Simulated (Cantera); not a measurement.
Charge: 1 mol PbO, 2.1 mol CH4, 1.2 mol H2, equilibrated at 877 °C.

Method: chemical equilibrium by Gibbs-energy minimisation in Cantera with the NASA 1993 tables (ideal gas, pure condensed phases). Candidate condensed phases: C, C6H6, C7H8, C8H18, H2O, Pb, PbO, PbO2, Pb3O4; 113 gas species. The numbers say what is thermodynamically allowed, not how fast it happens.

Problem. At 14.0 mbar, list the 5 most abundant gas species with their mole fractions, and the condensed phases.

Solution. H2 0.826, CO 0.153, Pb 0.0207, CH4 0.000224, H2O 8.30e-5. Condensed: C(graphite) + Pb(l).
